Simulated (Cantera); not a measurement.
**Ammonia decomposition in nitride growth gas**

An isothermal, constant-pressure homogeneous reactor starts with NH3 : N2 = 1 : 4.2 (molar parts), at 1575 K and 1.01 bar.

Detailed kinetics in Cantera: the gas-phase N/H chemistry of the illustrative SiF4/NH3 mechanism in the Surface Chemkin manual (1991). Walls and surfaces, which speed up NH3 decomposition in real reactors, are not modelled.

| t (s) | x NH3 | x N2H2 | x NH2 | x H | x N2 | x H2 | x NH |
|---|---|---|---|---|---|---|---|
| 0.000200 | 0.192 | 2.25e-10 | 2.23e-6 | 3.50e-9 | 0.808 | 1.12e-6 | 4.19e-10 |
| 0.000569 | 0.192 | 2.06e-9 | 6.33e-6 | 3.70e-9 | 0.808 | 3.26e-6 | 4.47e-9 |
| 0.00162 | 0.192 | 1.76e-8 | 1.75e-5 | 5.49e-9 | 0.808 | 1.11e-5 | 2.99e-8 |
| 0.00462 | 0.192 | 8.41e-8 | 3.69e-5 | 1.56e-8 | 0.808 | 6.02e-5 | 9.53e-8 |
| 0.0131 | 0.192 | 1.10e-7 | 4.20e-5 | 3.95e-8 | 0.808 | 0.000287 | 1.18e-7 |
| 0.0374 | 0.192 | 1.10e-7 | 4.15e-5 | 1.01e-7 | 0.807 | 0.000953 | 1.26e-7 |
| 0.107 | 0.190 | 1.08e-7 | 4.05e-5 | 2.70e-7 | 0.807 | 0.00283 | 1.43e-7 |
| 0.303 | 0.186 | 1.03e-7 | 3.84e-5 | 7.20e-7 | 0.806 | 0.00802 | 1.69e-7 |
| 0.864 | 0.175 | 9.02e-8 | 3.50e-5 | 1.86e-6 | 0.803 | 0.0216 | 1.88e-7 |
| 2.46 | 0.151 | 6.52e-8 | 2.94e-5 | 4.39e-6 | 0.797 | 0.0524 | 1.77e-7 |
| 7.00 | 0.109 | 3.30e-8 | 2.10e-5 | 8.74e-6 | 0.786 | 0.105 | 1.33e-7 |
x: mole fraction; the columns are a selection and need not sum to one.

Equilibrium at this temperature and pressure: NH3 5.17e-6, N2H2 <1e-12, NH2 1.02e-9, H 2.04e-5, N2 0.758, H2 0.242, NH 6.84e-12 (gas phase only).
